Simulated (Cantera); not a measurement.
A closed system holds: 1 mol SiC, 0.028 mol N2O, 110 mol H2, equilibrated at 1425 °C and 170000 Pa.

Equilibrium computed with Cantera from the NASA thermochemical tables; the gas is ideal and each condensed phase is pure. Candidate condensed phases: C, C6H6, C7H8, C8H18, H2O, Si, SiC, SiO2, Si2N2O, Si3N4; 151 gas species. Equilibrium is a limit: real reactors are often held back by kinetics, nucleation or transport.

Base state: H2 0.999, N2 0.000253, SiO 0.000168, H 0.000111, CO 8.51e-5, CH4 8.51e-5 (mole fractions); condensed: SiC(s).

Question: What changes in the equilibrium state with this change: H2 from 110 to 1.3 mol?

Answer: 
```tsv
species	before	after
H2	0.999	0.971
CO	8.51e-5	0.0134
N2	0.000253	0.0134
SiO	0.000168	0.000111
C2H2 (acetylene)	1.49e-7	3.45e-5
HCN	2.61e-6	0.000290
CH4	8.51e-5	0.00124
SiC(s), mol	0.981	0.980
Si2N2O(s), mol	0	0.00995
```
Mutual solubility and eutectic melting of coexisting phases are not modelled.

Question: What changes in the equilibrium state with this change: SiC replaced by Si3N4?

Answer: 
```
species           before     after
--------------  --------  --------
H2                 0.999     0.999
N2              0.000253  0.000884
H               0.000111  0.000111
SiO             0.000168   3.49e-5
CO               8.51e-5         0
CH4              8.51e-5         0
SiH2             4.51e-6   1.40e-5
SiC(s), mol        0.981         0
Si(l), mol             0    0.0864
Si2N2O(s), mol         0    0.0241
Si3N4(s), mol          0     0.953
```
Mutual solubility and eutectic melting of coexisting phases are not modelled. Gases not in the tables: Si2H6 and higher silanes.
